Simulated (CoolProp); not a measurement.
n-dodecane along the isotherm 346.85 °C: fugacity coefficient from the reference equation and from simpler models built on Tc = 385.0 °C, pc = 18.18 bar, ω = 0.574; each cubic takes its own stable root.

Computed with CoolProp (reference Helmholtz-energy equation of state, Lemmon 2004). It is a short technical equation, of lower accuracy than the large ones.

```json
[
 {"p (bar)": "0.0862", "phase": "gas", "reference": "0.9976", "Soave-Redlich-Kwong": "0.9980", "Peng-Robinson": "0.9978"},
 {"p (bar)": "0.163", "phase": "gas", "reference": "0.9954", "Soave-Redlich-Kwong": "0.9962", "Peng-Robinson": "0.9958"},
 {"p (bar)": "0.31", "phase": "gas", "reference": "0.9914", "Soave-Redlich-Kwong": "0.9927", "Peng-Robinson": "0.9920"},
 {"p (bar)": "0.587", "phase": "gas", "reference": "0.9837", "Soave-Redlich-Kwong": "0.9862", "Peng-Robinson": "0.9849"},
 {"p (bar)": "1.11", "phase": "gas", "reference": "0.9692", "Soave-Redlich-Kwong": "0.9740", "Peng-Robinson": "0.9716"},
 {"p (bar)": "2.11", "phase": "gas", "reference": "0.9419", "Soave-Redlich-Kwong": "0.9507", "Peng-Robinson": "0.9462"},
 {"p (bar)": "4", "phase": "gas", "reference": "0.8910", "Soave-Redlich-Kwong": "0.9070", "Peng-Robinson": "0.8990"},
 {"p (bar)": "7.59", "phase": "gas", "reference": "0.7970", "Soave-Redlich-Kwong": "?", "Peng-Robinson": "0.8112"},
 {"p (bar)": "14.4", "phase": "liquid", "reference": "0.5503", "Soave-Redlich-Kwong": "0.5900", "Peng-Robinson": "0.5717"},
 {"p (bar)": "27.3", "phase": "liquid", "reference": "?", "Soave-Redlich-Kwong": "0.3512", "Peng-Robinson": "?"}
]
```

Problem. Complete the blanks.

Solution. 
- 7.59, Soave-Redlich-Kwong: 0.8247
- 27.3, reference: 0.3194
- 27.3, Peng-Robinson: 0.3357
